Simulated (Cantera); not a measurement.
Input (Python, Cantera):

```python
import numpy as np
import cantera as ct

gas = ct.Solution("gri30.yaml")
gas.TPX = 1050, 570000, {'H2': 1, 'O2': 0.278, 'N2': 1.04}
reactor = ct.IdealGasConstPressureReactor(gas, energy="on", clone=False)
net = ct.ReactorNet([reactor])
net.rtol, net.atol = 1e-08, 1e-16
show = ['H2', 'O2', 'OH', 'H2O2', 'NO2', 'H2O']
times = np.geomspace(2e-06, 0.4, 10)

steps = ct.SolutionArray(gas, extra=["t"])
rows = []
print(f"{'t/s':>10s}{'T/K':>9s}{'P/Pa':>11s}" + "".join(f"{s:>11s}" for s in show))
for t in times:
    while net.time < t:
        t_next = net.step()
        steps.append(gas.state, t=t_next)
    rows.append([np.interp(t, steps.t, y) for y in (steps.T, steps.P, *steps(*show).X.T)])
    print(f"{t:10.3e}{rows[-1][0]:9.1f}{rows[-1][1]:11.4g}" + "".join(f"{x:11.3e}" for x in rows[-1][2:]))
rate = np.gradient(steps.T, steps.t)
print("integrator steps:", len(steps.t))
if steps.T.max() > steps.T[0] + 200:
    print(f"time of steepest temperature rise: {steps.t[rate.argmax()]:.4e} s")
gas.TPX = 1050, 570000, {'H2': 1, 'O2': 0.278, 'N2': 1.04}
gas.equilibrate("HP")
print(f"equilibrium (HP): T = {gas.T:.1f} K  " + "  ".join(f"{s} {gas[s].X[0]:.3e}" for s in show))
```

Result:

```
       t/s      T/K       P/Pa         H2         O2         OH       H2O2        NO2        H2O
 2.000e-06   1050.0    5.7e+05  4.314e-01  1.199e-01  1.107e-11  1.014e-11  4.705e-29  6.471e-10
 7.763e-06   1050.0    5.7e+05  4.314e-01  1.199e-01  1.240e-11  1.915e-10  8.049e-27  3.612e-09
 3.013e-05   1050.0    5.7e+05  4.314e-01  1.199e-01  1.525e-11  3.136e-09  7.519e-25  1.683e-08
 1.170e-04   1050.0    5.7e+05  4.314e-01  1.199e-01  3.288e-11  5.003e-08  9.218e-23  1.030e-07
 4.540e-04   1050.0    5.7e+05  4.314e-01  1.199e-01  3.007e-10  1.153e-06  1.200e-19  1.968e-06
 1.762e-03   1057.2    5.7e+05  4.306e-01  1.193e-01  6.149e-08  2.407e-04  6.379e-14  8.024e-04
 6.840e-03   2688.8    5.7e+05  2.130e-01  5.394e-05  3.355e-03  4.807e-08  1.140e-08  2.666e-01
 2.655e-02   2688.8    5.7e+05  2.130e-01  5.394e-05  3.355e-03  4.807e-08  1.141e-08  2.666e-01
 1.031e-01   2688.8    5.7e+05  2.130e-01  5.394e-05  3.355e-03  4.807e-08  1.141e-08  2.666e-01
 4.000e-01   2688.8    5.7e+05  2.130e-01  5.394e-05  3.355e-03  4.807e-08  1.141e-08  2.666e-01
integrator steps: 1663
time of steepest temperature rise: 2.3114e-03 s
equilibrium (HP): T = 2688.8 K  H2 2.130e-01  O2 5.394e-05  OH 3.355e-03  H2O2 4.807e-08  NO2 1.141e-08  H2O 2.666e-01
```

Model: GRI-Mech 3.0 (53 species, 325 reactions), integrated in Cantera. The hydrogen kinetics of GRI-Mech 3.0 are dated; newer H2 mechanisms differ, most at raised pressure.
